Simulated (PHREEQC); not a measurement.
Polishing slurry liquid

Make-up at 57 °C: 100 mmol/kgw H2SO4, 110 mmol/kgw KNO3 and 150 mmol/kgw KH2PO4. Closed to the air; pH follows from the charge balance.

Equilibrium calculation in PHREEQC: ion-association model, phreeqc.dat.

Each row changes one thing in this solution. Precipitation was switched off in this run.

```tsv
case	pH	ionic strength (mol/kgw)	K+ (mol/kgw)	H3PO4 (mol/kgw)	H2PO4- (mol/kgw)	HPO4-2 (mol/kgw)
as made	1.60	0.304	0.242	0.116	0.0338	2.93e-7
H2SO4 left out	4.40	0.261	0.260	0.000822	0.148	0.000779
KH2PO4 from 0.15 to 0.225 mol/kgw	1.85	0.364	0.307	0.147	0.0779	1.26e-6
temperature from 57 to 90 °C	1.74	0.286	0.242	0.115	…	5.10e-7
H2SO4 from 0.1 to 0.09 mol/kgw	…	0.298	0.242	0.111	0.0389	4.05e-7
H2SO4 from 0.1 to 0.02 mol/kgw	2.65	0.266	0.253	0.0354	0.115	…
diluted 5-fold with water	2.00	0.0709	…	0.0186	0.0114	1.66e-7
```

Q: What belongs in the gaps?

A: 
- temperature from 57 to 90 °C, H2PO4- (mol/kgw): 0.0351
- H2SO4 from 0.1 to 0.09 mol/kgw, pH: 1.68
- H2SO4 from 0.1 to 0.02 mol/kgw, HPO4-2 (mol/kgw): 1.08e-5
- diluted 5-fold with water, K+ (mol/kgw): 0.0500

At this temperature some constants are extrapolated from 25 °C, and those without enthalpy data are left unchanged.
